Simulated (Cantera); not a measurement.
## Thermodynamics of silicon oxide and oxynitride deposition, feed SiCl4 + NO + N2

Input: 1 mol SiCl4, 0.3 mol NO, a varied amount of N2, at 425 °C and 6.50 mbar.

Equilibrium computed with Cantera from the NASA thermochemical tables; the gas is ideal and each condensed phase is pure. Candidate condensed phases: Si, SiO2, Si2N2O, Si3N4; 23 gas species. The numbers say what is thermodynamically allowed, not how fast it happens.

```
n(N2) (mol)   x N2  x SiCl4    x Cl2     x Cl  n SiO2(α-quartz)
-----------  -----  -------  -------  -------  ----------------
12           0.914   0.0639   0.0226  1.16e-6             0.150
18           0.940   0.0440   0.0155  9.62e-7             0.150
25           0.956   0.0323   0.0114  8.24e-7             0.150
35           0.968   0.0234  0.00826  7.01e-7             0.150
50           0.978   0.0166  0.00585  5.90e-7             0.150
71           0.984   0.0118  0.00415  4.97e-7             0.150
100          0.989  0.00839  0.00296  4.20e-7             0.150
140          0.992  0.00602  0.00212  3.56e-7             0.150
```
x: gas mole fraction; n: condensed amount in mol.

From 12 mol N2 to 140 mol N2 the condensed part is SiO2(α-quartz). The main Si-bearing gas is SiCl4 throughout.
